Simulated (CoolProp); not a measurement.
The numbers come from the reference Helmholtz-energy equation of state, Thol 2018 in CoolProp.

Question: For hydrogen chloride, give the phase and the speed of sound (m/s), Joule-Thomson coefficient (K/MPa) at 169.1 K and 0.227 MPa; 309.8 K and 0.225 MPa.

Answer: 
- 169.1 K and 0.227 MPa: liquid; speed of sound 1180, Joule-Thomson coefficient -0.332
- 309.8 K and 0.225 MPa: gas; speed of sound 312, Joule-Thomson coefficient 14.3
